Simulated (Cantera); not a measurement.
Feed: 1 mol CH3OH, 0.29 mol CO2, 0.37 mol H2, at 2923.15 K and 101000 Pa.

Cantera equilibrium calculation (NASA polynomials, part measured and part estimated; ideal gas, pure solids and liquids). Candidate condensed phases: C, C6H6, C7H8, C8H18, H2O; 110 gas species. Rates play no part.

Base state: H2 0.506, CO 0.330, H 0.0876, H2O 0.0657, CO2 0.00592, OH 0.00355, O 0.000380, O2 1.96e-5 (mole fractions); condensed: gas only.

### Question
What changes in the equilibrium state with this change: temperature from 2923.15 K to 1925 K?

### Answer
```json
[
 {"species": "H2", "before": "0.506", "after": "0.577"},
 {"species": "CO", "before": "0.330", "after": "0.343"},
 {"species": "H2O", "before": "0.0657", "after": "0.0696"},
 {"species": "H", "before": "0.0876", "after": "0.000722"},
 {"species": "O", "before": "0.000380", "after": "7.01e-9"},
 {"species": "O2", "before": "1.96e-5", "after": "<1e-9"},
 {"species": "OH", "before": "0.00355", "after": "7.52e-6"},
 {"species": "CO2", "before": "0.00592", "after": "0.00960"}
]
```
